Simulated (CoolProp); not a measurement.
Vapour-liquid equilibrium of n-pentane (1) + cyclohexane (2) at 0.274 MPa; x and y are mole fractions of (1).

The numbers come from the multi-fluid Helmholtz-energy mixture model, Thol 2019 and Zhou 2014; pair parameters Bell 2016 in CoolProp.

Give the bubble temperature and the first vapour's composition at x = 0.5, 0.65, 0.95. Is there an azeotrope?

x = 0.5: 358.7 K, y = 0.763; x = 0.65: 352.8 K, y = 0.855; x = 0.95: 343.3 K, y = 0.983. No azeotrope shows between x = 0.05 and 0.95.

Pair parameters are fitted to limited data, so mixtures are less certain than the pure fluids.
